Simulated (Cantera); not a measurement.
Equilibrium for metals in furnace atmospheres: Cu + H₂O + N₂

Charge: 1 mol Cu, 12 mol H₂O, 85 mol N₂, at 0.130 bar.

Equilibrium computed with Cantera from the NASA thermochemical tables; the gas is ideal and each condensed phase is pure. Candidate condensed phases: Cu, CuO, Cu(OH)₂, Cu₂O, H₂O; 27 gas species. Mutual solubility and eutectic melting of coexisting phases are not modelled. Equilibrium is a limit: real reactors are often held back by kinetics, nucleation or transport.

```json
[
 {"T (K)": "923", "x N₂": "0.876", "x H₂O": "0.124", "x H₂": "4.75e-7", "x O₂": "2.77e-11", "x NO": "1.52e-10", "x OH": "1.41e-10", "n Cu(s)": "1.000", "n Cu₂O(s)": "0"},
 {"T (K)": "948", "x N₂": "0.876", "x H₂O": "0.124", "x H₂": "6.23e-7", "x O₂": "8.81e-11", "x NO": "3.70e-10", "x OH": "3.30e-10", "n Cu(s)": "1.000", "n Cu₂O(s)": "6.04e-5"},
 {"T (K)": "973", "x N₂": "0.876", "x H₂O": "0.124", "x H₂": "8.08e-7", "x O₂": "2.63e-10", "x NO": "8.61e-10", "x OH": "7.37e-10", "n Cu(s)": "1.000", "n Cu₂O(s)": "7.82e-5"},
 {"T (K)": "998", "x N₂": "0.876", "x H₂O": "0.124", "x H₂": "1.04e-6", "x O₂": "7.44e-10", "x NO": "1.92e-9", "x OH": "1.58e-9", "n Cu(s)": "1.000", "n Cu₂O(s)": "0.000100"},
 {"T (K)": "1023", "x N₂": "0.876", "x H₂O": "0.124", "x H₂": "1.31e-6", "x O₂": "2.00e-9", "x NO": "4.12e-9", "x OH": "3.26e-9", "n Cu(s)": "1.000", "n Cu₂O(s)": "0.000126"},
 {"T (K)": "1048", "x N₂": "0.876", "x H₂O": "0.124", "x H₂": "1.64e-6", "x O₂": "5.11e-9", "x NO": "8.51e-9", "x OH": "6.51e-9", "n Cu(s)": "1.000", "n Cu₂O(s)": "0.000157"},
 {"T (K)": "1073", "x N₂": "0.876", "x H₂O": "0.124", "x H₂": "2.04e-6", "x O₂": "1.25e-8", "x NO": "1.70e-8", "x OH": "1.26e-8", "n Cu(s)": "1.000", "n Cu₂O(s)": "0.000193"},
 {"T (K)": "1098", "x N₂": "0.876", "x H₂O": "0.124", "x H₂": "2.51e-6", "x O₂": "2.93e-8", "x NO": "3.29e-8", "x OH": "2.36e-8", "n Cu(s)": "1.000", "n Cu₂O(s)": "0.000234"},
 {"T (K)": "1123", "x N₂": "0.876", "x H₂O": "0.124", "x H₂": "3.06e-6", "x O₂": "6.62e-8", "x NO": "6.18e-8", "x OH": "4.30e-8", "n Cu(s)": "0.999", "n Cu₂O(s)": "0.000276"},
 {"T (K)": "1148", "x N₂": "0.876", "x H₂O": "0.124", "x H₂": "3.71e-6", "x O₂": "1.44e-7", "x NO": "1.13e-7", "x OH": "7.63e-8", "n Cu(s)": "0.999", "n Cu₂O(s)": "0.000317"},
 {"T (K)": "1173", "x N₂": "0.876", "x H₂O": "0.124", "x H₂": "4.46e-6", "x O₂": "3.03e-7", "x NO": "2.01e-7", "x OH": "1.32e-7", "n Cu(s)": "0.999", "n Cu₂O(s)": "0.000348"}
]
```
x: gas mole fraction; n: condensed amount in mol.

At 923 K the condensed part is Cu(s). From 948 K to 1173 K the condensed part is Cu(s) + Cu₂O(s).
